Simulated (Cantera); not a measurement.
A closed system holds: 1 mol Si, 8.6 mol HBr, 34 mol N2, held at 10.0 Torr.

Equilibrium computed with Cantera from the NASA thermochemical tables; the gas is ideal and each condensed phase is pure. Candidate condensed phases: Br2, Si, Si3N4; 28 gas species. N2 is the only nitrogen source here; it is nearly inert below about 1500 K, so the nitride shown seldom forms there in practice. Equilibrium is a limit: real reactors are often held back by kinetics, nucleation or transport.

Task: Which condensed phases are stable at each of these points (T (K)): 900, 1000, 1100, 1200, 1300, 1400, 1500?

Result: 
```csv
T (K),condensed phases,Si condensed (%)
900,Si3N4(s),54.4
1000,Si3N4(s),55.8
1100,Si3N4(s),56.7
1200,Si3N4(s),56.6
1300,Si3N4(s),50.5
1400,Si3N4(s),22.9
1500,gas only,0.0
```

From 900 K to 1400 K the condensed part is Si3N4(s). At 1500 K nothing is condensed.
